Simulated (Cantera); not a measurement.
**Premixed flame**

A freely propagating, adiabatic, planar premixed flame of 19.9 % H2, 16.8 % O2, 63.3 % N2, equivalence ratio 0.59, unburnt at 675 K and 0.180 bar; mixture-averaged transport, grid criteria slope 0.08 and curve 0.16, no radiation.

Cantera simulation using the H2/O2 subset of GRI-Mech 3.0, which has no nitrogen chemistry; the numbers are that mechanism's predictions, not measurements. Burning velocities carry a grid error of a few per cent, more on coarse grids. Lean hydrogen flames are cellular in practice and burn faster than this planar one.

```json
[
 {"z (mm)": "-13.8", "T (K)": "675", "u (m/s)": "5.92", "x H2": "0.199", "x O2": "0.168", "x H2O": "<1e-8", "x H": "<1e-8", "x O": "<1e-8", "x H2O2": "<1e-8"},
 {"z (mm)": "-9.20", "T (K)": "675", "u (m/s)": "5.92", "x H2": "0.199", "x O2": "0.168", "x H2O": "<1e-8", "x H": "<1e-8", "x O": "<1e-8", "x H2O2": "<1e-8"},
 {"z (mm)": "-6.90", "T (K)": "675", "u (m/s)": "5.92", "x H2": "0.199", "x O2": "0.168", "x H2O": "<1e-8", "x H": "<1e-8", "x O": "<1e-8", "x H2O2": "<1e-8"},
 {"z (mm)": "-4.60", "T (K)": "675", "u (m/s)": "5.92", "x H2": "0.199", "x O2": "0.168", "x H2O": "1.74e-7", "x H": "5.72e-7", "x O": "2.15e-8", "x H2O2": "<1e-8"},
 {"z (mm)": "-2.30", "T (K)": "686", "u (m/s)": "6.00", "x H2": "0.196", "x O2": "0.168", "x H2O": "0.000853", "x H": "0.000435", "x O": "1.99e-5", "x H2O2": "6.04e-7"},
 {"z (mm)": "-1.15", "T (K)": "797", "u (m/s)": "6.89", "x H2": "0.173", "x O2": "0.164", "x H2O": "0.0129", "x H": "0.00676", "x O": "0.000480", "x H2O2": "7.73e-7"},
 {"z (mm)": "0", "T (K)": "1110", "u (m/s)": "9.36", "x H2": "0.0790", "x O2": "0.128", "x H2O": "0.0883", "x H": "0.0368", "x O": "0.00753", "x H2O2": "1.37e-6"},
 {"z (mm)": "1.15", "T (K)": "1351", "u (m/s)": "11.3", "x H2": "0.0227", "x O2": "0.0883", "x H2O": "0.154", "x H": "0.0447", "x O": "0.0168", "x H2O2": "1.35e-6"},
 {"z (mm)": "2.30", "T (K)": "1468", "u (m/s)": "12.2", "x H2": "0.0176", "x O2": "0.0820", "x H2O": "0.166", "x H": "0.0372", "x O": "0.0177", "x H2O2": "9.45e-7"},
 {"z (mm)": "4.60", "T (K)": "1599", "u (m/s)": "13.1", "x H2": "0.0162", "x O2": "0.0792", "x H2O": "0.174", "x H": "0.0270", "x O": "0.0160", "x H2O2": "5.37e-7"},
 {"z (mm)": "9.20", "T (K)": "1733", "u (m/s)": "14.1", "x H2": "0.0139", "x O2": "0.0771", "x H2O": "0.183", "x H": "0.0175", "x O": "0.0130", "x H2O2": "2.83e-7"},
 {"z (mm)": "18.4", "T (K)": "1859", "u (m/s)": "15.0", "x H2": "0.0105", "x O2": "0.0757", "x H2O": "0.192", "x H": "0.00971", "x O": "0.00940", "x H2O2": "1.56e-7"},
 {"z (mm)": "36.8", "T (K)": "1964", "u (m/s)": "15.7", "x H2": "0.00681", "x O2": "0.0752", "x H2O": "0.201", "x H": "0.00443", "x O": "0.00586", "x H2O2": "9.42e-8"}
]
```
x: mole fraction of selected species; z is measured from the peak of heat release.

```yaml
laminar_burning_velocity: 592 cm/s
thermal_thickness: 4.60 mm
peak x(H): 0.0461
peak x(O): 0.0178
peak x(H2O2): 1.60e-6
grid_points: 129
```
